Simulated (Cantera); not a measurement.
# Adiabatic ignition

An adiabatic, constant-pressure homogeneous reactor starts with CH4 : C2H6 : O2 : N2 : H2 = 1 : 0.066 : 1.06 : 3.99 : 0.58 (molar parts), equivalence ratio 2.4, at 1750 K and 1650 Torr.

Computed with Cantera and GRI-Mech 3.0 (53 species, 325 reactions).

```json
[
 {"t (s)": "8.00e-6", "T (K)": "1754", "x CH4": "0.143", "x C2H6": "0.00661", "x O2": "0.153", "x HO2": "0.000132", "x C2H": "1.38e-9", "x CH2": "2.15e-6", "x C2H2": "3.93e-5"},
 {"t (s)": "2.05e-5", "T (K)": "1961", "x CH4": "0.0965", "x C2H6": "0.00196", "x O2": "0.111", "x HO2": "0.000296", "x C2H": "5.89e-7", "x CH2": "3.03e-5", "x C2H2": "0.00221"},
 {"t (s)": "5.28e-5", "T (K)": "2646", "x CH4": "0.00121", "x C2H6": "1.32e-7", "x O2": "7.84e-6", "x HO2": "1.10e-8", "x C2H": "2.64e-5", "x CH2": "7.12e-5", "x C2H2": "0.00636"},
 {"t (s)": "0.000136", "T (K)": "2626", "x CH4": "0.000100", "x C2H6": "9.85e-10", "x O2": "7.02e-6", "x HO2": "9.45e-9", "x C2H": "1.04e-6", "x CH2": "5.82e-6", "x C2H2": "0.000249"},
 {"t (s)": "0.000348", "T (K)": "2610", "x CH4": "1.82e-9", "x C2H6": "<1e-12", "x O2": "9.76e-6", "x HO2": "1.33e-8", "x C2H": "1.35e-11", "x CH2": "1.50e-10", "x C2H2": "2.80e-9"},
 {"t (s)": "0.000894", "T (K)": "2608", "x CH4": "1.54e-10", "x C2H6": "<1e-12", "x O2": "1.06e-5", "x HO2": "1.44e-8", "x C2H": "<1e-12", "x CH2": "1.46e-11", "x C2H2": "<1e-12"},
 {"t (s)": "0.00230", "T (K)": "2608", "x CH4": "1.47e-10", "x C2H6": "<1e-12", "x O2": "1.07e-5", "x HO2": "1.46e-8", "x C2H": "<1e-12", "x CH2": "1.39e-11", "x C2H2": "<1e-12"},
 {"t (s)": "0.00590", "T (K)": "2609", "x CH4": "1.44e-10", "x C2H6": "<1e-12", "x O2": "1.08e-5", "x HO2": "1.46e-8", "x C2H": "<1e-12", "x CH2": "1.36e-11", "x C2H2": "<1e-12"},
 {"t (s)": "0.0152", "T (K)": "2609", "x CH4": "1.43e-10", "x C2H6": "<1e-12", "x O2": "1.08e-5", "x HO2": "1.47e-8", "x C2H": "<1e-12", "x CH2": "1.36e-11", "x C2H2": "<1e-12"},
 {"t (s)": "0.0389", "T (K)": "2609", "x CH4": "1.43e-10", "x C2H6": "<1e-12", "x O2": "1.08e-5", "x HO2": "1.47e-8", "x C2H": "<1e-12", "x CH2": "1.36e-11", "x C2H2": "<1e-12"},
 {"t (s)": "0.100", "T (K)": "2609", "x CH4": "1.43e-10", "x C2H6": "<1e-12", "x O2": "1.08e-5", "x HO2": "1.47e-8", "x C2H": "<1e-12", "x CH2": "1.36e-11", "x C2H2": "<1e-12"}
]
```
x: mole fraction; the columns are a selection and need not sum to one.

The time of steepest temperature rise is 27.1 µs and the temperature at 0.100 s is 2609 K. The equilibrium temperature comes out as 2609 K, the x(CH4) at 0.100 s comes out as 1.43e-10 (gas-phase equilibrium 1.61e-10) and the x(C2H6) at 0.100 s comes out as <1e-12 (gas-phase equilibrium <1e-12). The x(O2) at 0.100 s comes out as 1.08e-5 (gas-phase equilibrium 1.08e-5).
